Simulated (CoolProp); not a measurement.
R1233zd(E) at 266.65 K and 0.0154 MPa is throttled through a valve to 0.00561 MPa with no heat exchange. Each further row changes one setting.

Model: reference Helmholtz-energy equation of state, Akasaka 2022, in CoolProp.

```
case                         temperature change (K)  final density (kg/m³)
---------------------------  ----------------------  ---------------------
as stated                                       [?]                    [?]
outlet pressure 0.00168 MPa                     [?]                    [?]
outlet pressure 0.00729 MPa                    -0.3                  0.431
```

### Question
Fill in the missing entries.

### Answer

- as stated, temperature change (K): -0.4
- as stated, final density (kg/m³): 0.332
- outlet pressure 0.00168 MPa, temperature change (K): -0.6
- outlet pressure 0.00168 MPa, final density (kg/m³): 0.0992
